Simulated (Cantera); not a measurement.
Feed: 1 mol SiC, 0.027 mol H2O, 1.7 mol H2, held at 1 atm.

Method: chemical equilibrium by Gibbs-energy minimisation in Cantera with the NASA 1993 tables (ideal gas, pure condensed phases). Candidate condensed phases: C, C6H6, C7H8, C8H18, H2O, Si, SiC, SiO2; 123 gas species. Mutual solubility and eutectic melting of coexisting phases are not modelled. The tables hold silica as quartz up to 1696 K and as liquid above; real silica turns to tridymite and cristobalite and melts near 1996 K. Gases not in the tables: Si2H6 and higher silanes. Equilibrium is a limit: real reactors are often held back by kinetics, nucleation or transport.

log p: log10 of the partial pressure in bar; n: condensed amount in mol.

| T (°C) | log p H2 | log p CO | log p CH4 | log p SiO | log p H | log p Si | log p SiH2 | n SiC(s) | n SiO2(β-quartz) |
|---|---|---|---|---|---|---|---|---|---|
| 650 | 0.00 | -10.43 | -2.10 | -11.93 | (withheld) | <-11 | <-11 | 0.987 | 0.0135 |
| 750 | 0.00 | -8.01 | -2.10 | -10.05 | (withheld) | <-11 | <-11 | 0.987 | 0.0135 |
| 850 | 0.00 | -6.02 | -2.10 | -8.51 | (withheld) | <-11 | -11.06 | 0.987 | 0.0135 |
| 950 | 0.00 | -4.36 | -2.10 | -7.23 | (withheld) | <-11 | -10.21 | 0.987 | 0.0135 |
| 1050 | 0.00 | -3.06 | -2.18 | -6.11 | (withheld) | <-11 | -9.41 | 0.987 | 0.0128 |
| 1150 | 0.00 | -2.46 | -2.58 | -4.98 | (withheld) | -10.93 | -8.39 | 0.989 | 0.0105 |
| 1250 | 0.00 | -2.31 | -3.18 | -3.88 | (withheld) | -9.29 | -7.24 | 0.991 | 0.00921 |
| 1350 | 0.00 | -2.26 | -3.75 | -2.90 | (withheld) | -7.82 | -6.20 | 0.990 | 0.00763 |
| 1450 | 0.00 | -2.11 | -4.18 | -2.11 | (withheld) | -6.61 | -5.37 | 0.986 | 0 |
| 1550 | 0.00 | -2.11 | -4.26 | -2.11 | (withheld) | -5.81 | -4.91 | 0.986 | 0 |
| 1650 | 0.00 | -2.11 | -4.34 | -2.11 | (withheld) | -5.10 | -4.51 | 0.986 | 0 |
| 1750 | 0.00 | -2.11 | -4.40 | -2.11 | (withheld) | -4.47 | -4.14 | 0.986 | 0 |
| 1850 | 0.00 | -2.10 | -4.46 | -2.12 | (withheld) | -3.89 | -3.82 | 0.986 | 0 |
| 1950 | 0.00 | -2.09 | -4.50 | -2.13 | (withheld) | -3.38 | -3.53 | 0.986 | 0 |

Problem. Fill in the missing entries.

Solution. 
- 650, log p H: -9.61
- 750, log p H: -8.38
- 850, log p H: -7.37
- 950, log p H: -6.52
- 1050, log p H: -5.80
- 1150, log p H: -5.18
- 1250, log p H: -4.63
- 1350, log p H: -4.16
- 1450, log p H: -3.74
- 1550, log p H: -3.36
- 1650, log p H: -3.03
- 1750, log p H: -2.72
- 1850, log p H: -2.45
- 1950, log p H: -2.20
